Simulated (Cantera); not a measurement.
Standard-state values (1 bar) from the NASA 1993 polynomials, evaluated with Cantera. Values are per mole of reaction as written; species without (g) are pure solids or liquids, kept so even where they would boil at 1 bar.

3 H₂O₂(g) + Cr₂N ⇌ N(g) + 3 H₂O(g) + Cr₂O₃

| T (K) | ΔH° (kJ) | ΔS° (J/K) | ΔG° (kJ) | log10 K |
|---|---|---|---|---|
| 300 | [?] | [?] | [?] | [?] |
| 598 | -846.5 | 48.6 | -875.6 | 76.48 |
| 748 | [?] | [?] | [?] | [?] |
| 898 | -845.6 | 50.1 | -890.6 | 51.80 |
| 1048 | -846.4 | 49.3 | -898.0 | 44.76 |
| 1198 | -847.7 | 48.1 | -905.3 | 39.47 |
| 1348 | -849.6 | 46.6 | -912.4 | 35.36 |
| 1498 | -851.9 | 45.0 | -919.3 | 32.06 |
| 1648 | [?] | [?] | [?] | [?] |
| 1798 | [?] | [?] | [?] | [?] |

### Question
What belongs in the gaps?

### Answer

- 300, ΔH° (kJ): -853.3
- 300, ΔS° (J/K): 31.4
- 300, ΔG° (kJ): -862.8
- 300, log10 K: 150.22
- 748, ΔH° (kJ): -845.6
- 748, ΔS° (J/K): 50.0
- 748, ΔG° (kJ): -883.0
- 748, log10 K: 61.66
- 1648, ΔH° (kJ): -854.7
- 1648, ΔS° (J/K): 43.2
- 1648, ΔG° (kJ): -925.9
- 1648, log10 K: 29.35
- 1798, ΔH° (kJ): -857.9
- 1798, ΔS° (J/K): 41.4
- 1798, ΔG° (kJ): -932.3
- 1798, log10 K: 27.08
